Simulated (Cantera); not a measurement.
# Sublimation and decomposition of ceramics: Si3N4 + Si + N2

Feed: 1 mol Si3N4, 0.16 mol Si, 5 mol N2, equilibrated at 37.0 Pa.

Cantera equilibrium calculation (NASA polynomials, part measured and part estimated; ideal gas, pure solids and liquids). Candidate condensed phases: Si, Si3N4; 13 gas species. Ions and electrons are included (thermal ionisation). The tables' values for SiN are old estimates; treat these amounts as uncertain. Rates play no part.

```csv
T (K),x N2,x N,x Si,x e-,x Si+,x SiN,x Si2
2500,0.689,1.26e-5,0.310,2.03e-6,2.03e-6,0.000499,0.000200
2750,0.689,0.000104,0.311,1.28e-5,1.28e-5,0.000355,5.12e-5
3000,0.688,0.000601,0.311,5.95e-5,5.95e-5,0.000268,1.64e-5
3250,0.687,0.00266,0.310,0.000220,0.000220,0.000211,6.20e-6
3500,0.680,0.00950,0.309,0.000679,0.000679,0.000171,2.67e-6
3750,0.664,0.0284,0.304,0.00180,0.00180,0.000140,1.26e-6
4000,0.624,0.0729,0.294,0.00421,0.00421,0.000113,6.24e-7
4250,0.547,0.161,0.274,0.00877,0.00877,8.65e-5,3.10e-7
4500,0.421,0.304,0.242,0.0164,0.0164,5.98e-5,1.47e-7
4750,0.266,0.479,0.200,0.0276,0.0276,3.54e-5,6.40e-8
5000,0.132,0.625,0.158,0.0428,0.0428,1.79e-5,2.64e-8
```
x: gas mole fraction; nothing condenses.

From 2500 K to 5000 K nothing is condensed. The main Si-bearing gas is Si throughout.
